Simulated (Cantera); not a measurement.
Input (Python, Cantera) and output of one run.

```python
import numpy as np
import cantera as ct

gas_names = """
    CL CLO CL2 H HCL HOCL HO2 H2 H2O H2O2 O OH O2 O3 Si SiCL SiCL2 SiCL3 SiCL4 SiH SiHCL3 SiH2 SiH2CL2
    SiH3 SiH3CL SiH4 SiO SiO2 Si2 Si3
""".split()
cond_names = """
    H2O(s) H2O(L) Si(cr) Si(L) SiO2(Lqz) SiO2(hqz) SiO2(L)
""".split()


# ... load() reads the species with a 1 bar reference pressure and builds the phases ...
atoms = {
    'SiCl4': {'Si': 1, 'CL': 4},
    'O2': {'O': 2},
    'H2': {'H': 2},
}
top_T = {}  # K; cautious upper limits of use, not melting points


# ... equilibrate(T, P, feed) seeds the gas with the atoms and calls Mixture.equilibrate('TP', solver="vcs", rtol=1e-11, max_steps=5000) ...
results = []
T = 775  # K
P = 9.9  # Pa
for m in [3.9, 5.1, 6.7, 8.9, 12, 15, 20, 27, 35]:
    feed = {'SiCl4': 1, 'O2': 0.079, 'H2': m}  # mol
    mix = equilibrate(T, P, feed)
    results.append((T, P, feed, dict(zip(mix.species_names, mix.species_moles))))

top = {s: max(r[3][s] / sum(r[3][g] for g in gas_names) for r in results) for s in gas_names}
cols = sorted((s for s in top if top[s] > 1e-06), key=lambda s: -top[s])[:5]
seen = [c for c in cond_names if any(r[3].get(c, 0) > 1e-12 for r in results)]
print("log10 of partial pressures in bar; condensed amounts in mol")
print(f"{'n(H2)':>10s}" + "".join(f"{s[:9]:>10s}" for s in cols + seen))
for T, P, feed, n in results:
    ng = sum(n[g] for g in gas_names)
    print(f"{feed['H2']:10.4g}" + "".join(f"{np.log10(max(n[s] / ng * P / 1e5, 1e-99)):10.3f}" for s in cols)
          + "".join(f"{n.get(c, 0):10.4g}" for c in seen))
```

Output:

```
log10 of partial pressures in bar; condensed amounts in mol
     n(H2)        H2     SiCL4       HCL    SiHCL3     SiCL3 SiO2(Lqz)
       3.9    -4.129    -4.741    -5.192    -6.867    -8.188     0.079
       5.1    -4.102    -4.835    -5.283    -6.844    -8.179     0.079
       6.7    -4.080    -4.937    -5.379    -6.827    -8.173     0.079
       8.9    -4.063    -5.047    -5.482    -6.817    -8.171     0.079
        12    -4.048    -5.167    -5.593    -6.812    -8.173     0.079
        15    -4.040    -5.259    -5.676    -6.812    -8.178     0.079
        20    -4.031    -5.380    -5.783    -6.817    -8.187     0.079
        27    -4.025    -5.510    -5.895    -6.829    -8.202     0.079
        35    -4.020    -5.624    -5.990    -6.843    -8.219     0.079
```

Method: chemical equilibrium by Gibbs-energy minimisation in Cantera with the NASA 1993 tables (ideal gas, pure condensed phases). The tables' values for SiCl3 are old estimates; treat these amounts as uncertain.
